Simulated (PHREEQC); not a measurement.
Make-up at 25 °C: 110 mmol/kgw H2SO4 and 7.3 mmol/kgw NaCl. Closed to the air; pH follows from the charge balance.

The numbers come from PHREEQC with the ion-association model, phreeqc.dat.

No solid was allowed to form.

**Question.** Predict the pH, ionic strength.

**Answer.** pH 0.98; ionic strength 0.159 mol/kgw.

**Question.** In which forms is S present?

**Answer.** HSO4- 81 %, SO4-2 19 % of the S.

Species that the database lacks are ignored.
